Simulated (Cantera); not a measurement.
**Hydrogen reduction and annealing atmospheres: CuO + H2**

Input: 1 mol CuO, 180 mol H2, equilibrated at 748.15 K and 3.60 Torr.

Equilibrium computed with Cantera from the NASA thermochemical tables; the gas is ideal and each condensed phase is pure. Candidate condensed phases: Cu, CuO, Cu(OH)2, Cu2O, H2O; 12 gas species. Equilibrium is a limit: real reactors are often held back by kinetics, nucleation or transport.

```
Quantity                                  Result
-------------------------------------  ---------
x(H2)                                      0.994
x(H2O)                                   0.00556
n(Cu(s))                                1.00 mol
gas amount                             180.0 mol
log10 activity of Cu(OH)2(s) (absent)     -17.54
```
